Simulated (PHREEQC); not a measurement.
Dissolve 0.11 mol Cu(NO3)2 and 0.00083 mol Ca(NO3)2 per kg of water at 20 °C and 300 atm. Closed to the air; pH follows from the charge balance.

Computed with PHREEQC (ion-association model, phreeqc.dat).

Precipitation was switched off in this run.

Estimate the pH, specific conductance, density.

pH 4.28; specific conductance 16900 µS/cm; density 1.029 g/cm³.

Species that the database lacks are ignored. Under pressure, the constants of complexes without a molar volume in the database are unreliable.
